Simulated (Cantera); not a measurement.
An adiabatic, constant-pressure homogeneous reactor starts with CH4 : C2H6 : O2 : N2 : H2O = 1 : 0.19 : 5.44 : 20.4 : 1.1 (molar parts), at 975 K and 101000 Pa.

Model: GRI-Mech 3.0 (53 species, 325 reactions), integrated in Cantera. Below about 1000 K GRI-Mech 3.0 lacks low-temperature oxidation paths.

Predict: time of steepest temperature rise; temperature at 9.00 s; equilibrium temperature; x(O2) at 9.00 s; x(H) at 9.00 s; x(CO2) at 9.00 s; x(O) at 9.00 s.


| Property | Value |
|---|---|
| time of steepest temperature rise | 0.259 s |
| temperature at 9.00 s | 1969 K |
| equilibrium temperature | 1968 K |
| x(O2) at 9.00 s | 0.0959 (gas-phase equilibrium 0.0956) |
| x(H) at 9.00 s | 1.28e-5 (gas-phase equilibrium 1.26e-5) |
| x(CO2) at 9.00 s | 0.0487 (gas-phase equilibrium 0.0487) |
| x(O) at 9.00 s | 0.000162 (gas-phase equilibrium 0.000161) |
